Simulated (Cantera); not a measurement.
A perfectly stirred reactor is fed with 5.56 % NO, 94.4 % N2, at 0.190 bar; it is held at 1898 K, and followed from long to short residence time.

Model: GRI-Mech 3.0 (53 species, 325 reactions), integrated in Cantera.

x: mole fraction; the columns are a selection and need not sum to one.

```csv
τ (s),x NO,x O2,x NO2,x O,x N2O
5.1,0.0495,0.00302,5.84e-6,4.20e-5,1.07e-6
1.8,0.0536,0.000978,4.29e-6,2.90e-5,1.25e-6
0.64,0.0549,0.000318,3.43e-6,2.30e-5,1.31e-6
0.23,0.0553,0.000102,2.95e-6,1.97e-5,1.32e-6
0.080,0.0555,2.71e-5,2.41e-6,1.61e-5,1.28e-6
0.028,0.0555,(withheld),(withheld),(withheld),1.18e-6
0.0099,0.0555,5.44e-7,6.34e-7,4.32e-6,9.46e-7
0.0035,0.0556,5.08e-8,1.81e-7,1.39e-6,6.07e-7
0.0012,0.0556,4.84e-9,4.02e-8,4.15e-7,2.94e-7
0.00044,0.0556,5.96e-10,(withheld),(withheld),(withheld)
0.00015,0.0556,6.73e-11,1.21e-9,4.72e-8,4.53e-8
```

### Question
Some entries are withheld; supply them.

### Answer

- 0.028, x O2: 4.94e-6
- 0.028, x NO2: 1.55e-6
- 0.028, x O: 1.03e-5
- 0.00044, x NO2: 8.16e-9
- 0.00044, x O: 1.42e-7
- 0.00044, x N2O: 1.25e-7
